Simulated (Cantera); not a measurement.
A perfectly stirred reactor is fed with CH₃OH : O₂ : N₂ : H₂O = 1 : 1.36 : 5.13 : 0.31 (molar parts), equivalence ratio 1.1, at 1.78 atm; it is adiabatic with a 348 K inlet, and is followed from long to short residence time, starting on the burning branch (τ in s: 0.061, 0.022, 0.0081, 0.003, 0.0011, 0.0004, 0.00014, 5.3e-05, 1.9e-05).

Model: GRI-Mech 3.0 (53 species, 325 reactions), integrated in Cantera. GRI-Mech 3.0 was tuned for natural gas; its chemistry of methanol as a main component is partial and can be far from experiment.

### Question
Predict: blow-out, bracketed by the residence times tried; x(CH₃OH) at τ = 61.0 ms; x(O₂) at τ = 61.0 ms; x(H₂O) at τ = 61.0 ms; x(H) at τ = 61.0 ms; x(NO) at τ = 61.0 ms; x(CH₃OH) at τ = 1.10 ms; x(O₂) at τ = 1.10 ms; x(H₂O) at τ = 1.10 ms; x(H) at τ = 1.10 ms; x(NO) at τ = 1.10 ms.

### Answer
* **blow-out, bracketed by the residence times tried**: burning at 53.0 µs, out at 19.0 µs
* **x(CH₃OH) at τ = 61.0 ms**: 1.38e-6
* **x(O₂) at τ = 61.0 ms**: 0.00112
* **x(H₂O) at τ = 61.0 ms**: 0.259
* **x(H) at τ = 61.0 ms**: 0.000873
* **x(NO) at τ = 61.0 ms**: 0.000276
* **x(CH₃OH) at τ = 1.10 ms**: 2.24e-5
* **x(O₂) at τ = 1.10 ms**: 0.00781
* **x(H₂O) at τ = 1.10 ms**: 0.246
* **x(H) at τ = 1.10 ms**: 0.00455
* **x(NO) at τ = 1.10 ms**: 6.52e-5
